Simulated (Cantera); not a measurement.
# Ignition delay

Mixture: 20.7 % H₂, 16.7 % O₂, 62.7 % N₂, equivalence ratio 0.62, at 170000 Pa, adiabatic and at constant pressure. Ignition delay is the time to a rise of 400 K.

Detailed kinetics in Cantera: GRI-Mech 3.0 (53 species, 325 reactions). Where the delays flatten at high temperature, the 400 K rule measures the pace of heat release, not the induction time.

| T0 (K) | delay (ms) |
|---|---|
| 1048 | 0.138 |
| 1098 | 0.0660 |
| 1148 | 0.0421 |
| 1198 | 0.0302 |
| 1248 | 0.0231 |
| 1298 | 0.0186 |
| 1348 | 0.0155 |
| 1398 | 0.0133 |
| 1448 | 0.0118 |
